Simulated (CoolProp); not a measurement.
Dodecamethylcyclohexasiloxane (D6) along the isobar 834 kPa: Z from the reference equation and from simpler models built on Tc = 372.6 °C, pc = 961.4 kPa, ω = 0.736; each cubic takes its own stable root.

Model: reference Helmholtz-energy equation of state, Colonna 2008, in CoolProp. It is a short technical equation, of lower accuracy than the large ones.

```tsv
T (°C)	phase	reference
25.85	liquid	0.1540
63.15	liquid	0.1429
100.35	liquid	0.1346
137.65	liquid	0.1284
174.85	liquid	0.1241
212.15	liquid	0.1216
249.35	liquid	0.1209
286.65	liquid	0.1229
323.85	liquid	0.1300
```

Problem. How far does each simpler model (van der Waals, Redlich-Kwong, Peng-Robinson) lie from the reference over these 9 states: mean and median of the absolute difference, and the worst?

Solution. 
- van der Waals: mean 71.4 %, median 71.0 %, worst +80.1 % at 25.85 °C and 834 kPa
- Redlich-Kwong: mean 20.3 %, median 19.7 %, worst +23.5 % at 323.85 °C and 834 kPa
- Peng-Robinson: mean 3.1 %, median 3.1 %, worst -5.0 % at 249.35 °C and 834 kPa
